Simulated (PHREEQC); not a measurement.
Dissolve 3.8 mmol/kgw Ni(NO3)2 at 25 °C. Closed to the air; pH follows from the charge balance.

All values are PHREEQC results (ion-association model, wateq4f.dat), not measurements.

| quantity | before | after |
|---|---|---|
| pH | 6.22 | 6.63 |
| NiOH+ (mol/kgw) | 6.35e-7 | 1.99e-7 |
| Ni(OH)2 (mol/kgw) | 6.90e-10 | 5.88e-10 |

Problem. Name the change that produced these shifts.
A. temperature from 25 to 70 °C
B. temperature from 25 to 55 °C
C. Ni(NO3)2 from 0.0038 to 0.019 mol/kgw
D. 4.8e-05 mol/kgw Na2SO4 added
E. Ni(NO3)2 from 0.0038 to 0.00038 mol/kgw

Solution. E, Ni(NO3)2 from 0.0038 to 0.00038 mol/kgw

Precipitation was switched off in this run.
